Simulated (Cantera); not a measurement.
Adiabatic ignition

An adiabatic, constant-pressure homogeneous reactor starts with CH3OH : O2 : N2 = 1 : 1.55 : 5.81 (molar parts), at 1275 K and 3980 Torr.

Model: GRI-Mech 3.0 (53 species, 325 reactions), integrated in Cantera. GRI-Mech 3.0 was tuned for natural gas; its chemistry of methanol as a main component is partial and can be far from experiment.

```
t (s)     T (K)  x CH3OH    x O2      x H   x C2H   x CH2CO     x H2     x N2O
--------  -----  -------  ------  -------  ------  --------  -------  --------
6.00e-6    1275    0.120   0.185  1.79e-9  <1e-12    <1e-12  6.28e-7    <1e-12
2.19e-5    1275    0.120   0.185  1.94e-9  <1e-12    <1e-12  2.47e-6  5.85e-12
8.02e-5    1275    0.120   0.185  2.71e-9  <1e-12    <1e-12  1.06e-5  8.09e-11
0.000293   1275    0.119   0.185  1.25e-8  <1e-12  9.63e-12  9.56e-5   1.05e-9
0.00107    2729   <1e-12  0.0194  0.00282  <1e-12    <1e-12   0.0104   9.02e-7
0.00392    2719   <1e-12  0.0172  0.00275  <1e-12    <1e-12   0.0106   9.70e-7
0.0143     2719   <1e-12  0.0172  0.00275  <1e-12    <1e-12   0.0106   9.72e-7
0.0524     2719   <1e-12  0.0172  0.00275  <1e-12    <1e-12   0.0106   9.72e-7
0.191      2719   <1e-12  0.0172  0.00275  <1e-12    <1e-12   0.0106   9.72e-7
0.700      2719   <1e-12  0.0172  0.00275  <1e-12    <1e-12   0.0106   9.72e-7
```
x: mole fraction; the columns are a selection and need not sum to one.

| Property | Value |
|---|---|
| time of steepest temperature rise | 0.748 ms |
| temperature at 0.700 s | 2719 K |
| equilibrium temperature | 2719 K |
| x(CH3OH) at 0.700 s | <1e-12 (gas-phase equilibrium <1e-12) |
| x(O2) at 0.700 s | 0.0172 (gas-phase equilibrium 0.0172) |
| x(H) at 0.700 s | 0.00275 (gas-phase equilibrium 0.00275) |
